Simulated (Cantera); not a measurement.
# Stirred combustor or abatement burner

A perfectly stirred reactor is fed with CO : H₂ : O₂ : N₂ : H₂O = 1 : 0.51 : 0.629 : 4.78 : 0.48 (molar parts), at 3.95 atm; it is adiabatic with a 823 K inlet, and is followed from long to short residence time, starting on the burning branch (τ in s: 0.26, 0.074, 0.021, 0.0062, 0.0018, 0.00052, 0.00015, 4.3e-05, 1.2e-05, 3.6e-06).

Model: GRI-Mech 3.0 (53 species, 325 reactions), integrated in Cantera. The hydrogen kinetics of GRI-Mech 3.0 are dated; newer H2 mechanisms differ, most at raised pressure.

| τ (s) | T (K) | x CO | x H₂ | x O₂ | x H₂O | x CO₂ | x NO₂ |
|---|---|---|---|---|---|---|---|
| 0.26 | 2106 | 0.0305 | 0.00726 | 0.000119 | 0.139 | 0.117 | 6.99e-9 |
| 0.074 | 2101 | 0.0308 | 0.00734 | 0.000271 | 0.138 | 0.117 | 9.36e-9 |
| 0.021 | 2091 | 0.0314 | 0.00753 | 0.000655 | 0.138 | 0.116 | 1.21e-8 |
| 0.0062 | 2072 | 0.0328 | 0.00793 | 0.00148 | 0.136 | 0.114 | 1.38e-8 |
| 0.0018 | 2037 | 0.0356 | 0.00872 | 0.00314 | 0.134 | 0.111 | 1.41e-8 |
| 0.00052 | 1977 | 0.0402 | 0.0100 | 0.00602 | 0.131 | 0.106 | 1.37e-8 |
| 0.00015 | 1882 | 0.0474 | 0.0118 | 0.0106 | 0.127 | 0.0977 | 1.35e-8 |
| 4.3e-5 | 1734 | 0.0606 | 0.0133 | 0.0182 | 0.122 | 0.0830 | 1.21e-8 |
| 1.2e-5 | 823 | 0.135 | 0.0689 | 0.0850 | 0.0649 | 5.43e-12 | <1e-12 |
| 3.6e-6 | 823 | 0.135 | 0.0689 | 0.0850 | 0.0649 | 1.47e-12 | <1e-12 |
x: mole fraction; the columns are a selection and need not sum to one.
